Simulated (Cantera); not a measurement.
Input: 1 mol Si, 3.1 mol Br2, 47 mol H2, at 47.0 Pa.

These are equilibrium values from Cantera (NASA tables, ideal gas, pure condensed phases), not measurements of a reactor. Candidate condensed phases: Br2, Si; 19 gas species. The tables' values for SiBr3 are old estimates; treat these amounts as uncertain. The numbers say what is thermodynamically allowed, not how fast it happens. All values below are at 1175 K.

Base state: H2 0.892, HBr 0.0922, SiBr2 0.0150, Br 0.000266, SiBr3 0.000177, SiBr4 0.000162, SiHBr3 2.22e-5 (mole fractions); condensed: Si(s).

Problem. What changes in the equilibrium state with this change: Br2 from 3.1 to 3.7 mol?

Solution. 
```json
[
 {"species": "H2", "before": "0.892", "after": "0.875"},
 {"species": "HBr", "before": "0.0922", "after": "0.105"},
 {"species": "SiBr2", "before": "0.0150", "after": "0.0192"},
 {"species": "SiBr4", "before": "0.000162", "after": "0.000276"},
 {"species": "SiBr3", "before": "0.000177", "after": "0.000260"},
 {"species": "SiHBr3", "before": "2.22e-5", "after": "3.23e-5"},
 {"species": "Si(s), mol", "before": "0.230", "after": "0"}
]
```
